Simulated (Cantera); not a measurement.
# Ammonia decomposition in nitride growth gas

An isothermal, constant-pressure homogeneous reactor starts with NH₃ : H₂ = 1 : 22 (molar parts), at 1850 K and 1.00 bar.

Computed with Cantera and the gas-phase N/H chemistry of the illustrative SiF4/NH3 mechanism in the Surface Chemkin manual (1991). Walls and surfaces, which speed up NH3 decomposition in real reactors, are not modelled.

| t (s) | x NH₃ | x H₂ | x N₂H₂ | x NH | x N |
|---|---|---|---|---|---|
| 0.000100 | 0.0435 | 0.957 | 1.81e-11 | 1.45e-9 | 4.20e-12 |
| 0.000285 | 0.0435 | 0.956 | 1.64e-10 | 1.17e-8 | 9.68e-11 |
| 0.000811 | 0.0435 | 0.956 | 1.61e-9 | 9.10e-8 | 2.09e-9 |
| 0.00231 | 0.0434 | 0.956 | 1.31e-8 | 5.25e-7 | 2.90e-8 |
| 0.00658 | 0.0432 | 0.956 | 2.95e-8 | 1.01e-6 | 7.73e-8 |
| 0.0187 | 0.0425 | 0.957 | 2.94e-8 | 1.02e-6 | 7.89e-8 |
| 0.0534 | 0.0405 | 0.958 | 2.72e-8 | 9.84e-7 | 7.70e-8 |
| 0.152 | 0.0356 | 0.960 | 2.21e-8 | 9.01e-7 | 7.19e-8 |
| 0.433 | 0.0259 | 0.965 | 1.30e-8 | 7.16e-7 | 5.98e-8 |
| 1.23 | 0.0136 | 0.972 | 4.22e-9 | 4.29e-7 | 3.82e-8 |
| 3.51 | 0.00531 | 0.976 | 7.18e-10 | 1.83e-7 | 1.72e-8 |
| 10.0 | 0.00185 | 0.978 | 9.09e-11 | 6.60e-8 | 6.27e-9 |
x: mole fraction; the columns are a selection and need not sum to one.

Equilibrium at this temperature and pressure: NH₃ 3.66e-6, H₂ 0.979, N₂H₂ <1e-12, NH 1.31e-10, N 1.25e-11 (gas phase only).
